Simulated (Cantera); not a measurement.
## Silicon carbide growth: SiH4 + C3H8 + H2 + CH4

Feed: 1 mol SiH4, 0.4 mol C3H8, 2.6 mol H2, 0.15 mol CH4, held at 0.100 bar.

These are equilibrium values from Cantera (NASA tables, ideal gas, pure condensed phases), not measurements of a reactor. Candidate condensed phases: C, C6H6, C7H8, C8H18, Si, SiC; 87 gas species. Gases not in the tables: Si2H6 and higher silanes. Equilibrium is a limit: real reactors are often held back by kinetics, nucleation or transport.

From 1275 °C to 2075 °C the condensed part is C(graphite) + SiC(s). The main Si-bearing gas is SiH2 at 1275 °C and Si at 2075 °C.

```
T (°C)  log p H2  log p H  log p C2H2 (acetylene)  log p Si  n C(graphite)  n SiC(s)
------  --------  -------  ----------------------  --------  -------------  --------
1275       -1.00    -5.01                   -5.80     -9.56          0.348      1.00
1375       -1.00    -4.55                   -5.35     -8.50          0.349     1.000
1475       -1.00    -4.14                   -4.95     -7.56          0.348     1.000
1575       -1.00    -3.78                   -4.59     -6.73          0.346     1.000
1675       -1.00    -3.45                   -4.27     -5.98          0.343     1.000
1775       -1.00    -3.15                   -3.98     -5.31          0.337     1.000
1875       -1.01    -2.88                   -3.72     -4.70          0.327     0.998
1975       -1.01    -2.64                   -3.49     -4.14          0.313     0.993
2075       -1.02    -2.42                   -3.28     -3.64          0.297     0.977
```
log p: log10 of the partial pressure in bar; n: condensed amount in mol.
